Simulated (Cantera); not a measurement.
**Adiabatic ignition**

An adiabatic, constant-volume homogeneous reactor starts with 6.22 % CH4, 1.56 % H2, 19.4 % O2, 72.8 % N2, equivalence ratio 0.68, at 1498 K and 5.90 bar.

Computed with Cantera and GRI-Mech 3.0 (53 species, 325 reactions).

```csv
t (s),T (K),P (bar),x CH4,x H2,x O2,x O,x CO2,x C2H4
1.00e-6,1498,5.90,0.0622,0.0156,0.194,1.22e-8,1.11e-12,1.31e-12
2.39e-6,1498,5.90,0.0622,0.0156,0.194,2.02e-8,1.27e-11,3.50e-11
5.72e-6,1498,5.90,0.0622,0.0156,0.194,4.79e-8,2.12e-10,9.31e-10
1.37e-5,1498,5.90,0.0622,0.0155,0.194,2.00e-7,7.76e-9,4.25e-8
3.27e-5,1500,5.91,0.0617,0.0154,0.194,1.67e-6,1.10e-6,6.81e-6
7.82e-5,1581,6.23,0.0516,0.0158,0.185,1.38e-5,0.000109,0.000836
0.000187,2885,11.5,<1e-12,0.00453,0.0593,0.00543,0.0488,<1e-12
0.000447,2870,11.4,<1e-12,0.00449,0.0551,0.00497,0.0491,<1e-12
0.00107,2866,11.4,<1e-12,0.00448,0.0540,0.00485,0.0491,<1e-12
0.00256,2866,11.4,<1e-12,0.00448,0.0539,0.00484,0.0491,<1e-12
0.00612,2866,11.4,<1e-12,0.00448,0.0539,0.00484,0.0491,<1e-12
0.0146,2866,11.4,<1e-12,0.00448,0.0539,0.00484,0.0491,<1e-12
0.0350,2866,11.4,<1e-12,0.00448,0.0539,0.00484,0.0491,<1e-12
0.0836,2866,11.4,<1e-12,0.00448,0.0539,0.00484,0.0491,<1e-12
0.200,2866,11.4,<1e-12,0.00448,0.0539,0.00484,0.0491,<1e-12
```
x: mole fraction; the columns are a selection and need not sum to one.

| Quantity | Value |
|---|---|
| time of steepest temperature rise | 91.4 µs |
| temperature at 0.200 s | 2866 K |
| equilibrium temperature | 2866 K |
| x(CH4) at 0.200 s | <1e-12 (gas-phase equilibrium <1e-12) |
| x(H2) at 0.200 s | 0.00448 (gas-phase equilibrium 0.00448) |
| x(O2) at 0.200 s | 0.0539 (gas-phase equilibrium 0.0539) |
